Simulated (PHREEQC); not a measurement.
Solution (25 °C): 0.0013 mol Cu(BF4)2, 0.24 mol H2SO4 and 0.024 mol H3BO3 per kg of water. It is in equilibrium with CO2 at log p = -3.4 (atm). Otherwise closed; pH follows from the charge balance.

Model: ion-association model, phreeqc.dat, run in PHREEQC.

Precipitation was switched off in this run.

**Question.** Estimate the pH, density.

**Answer.** pH 0.68; density 1.012 g/cm³.

**Question.** In which forms is Cu present?

**Answer.** Cu+2 71 %, CuSO4 29 % of the Cu.

Species that the database lacks are ignored. Real BF4- forms and hydrolyses slowly; the run takes it at equilibrium.
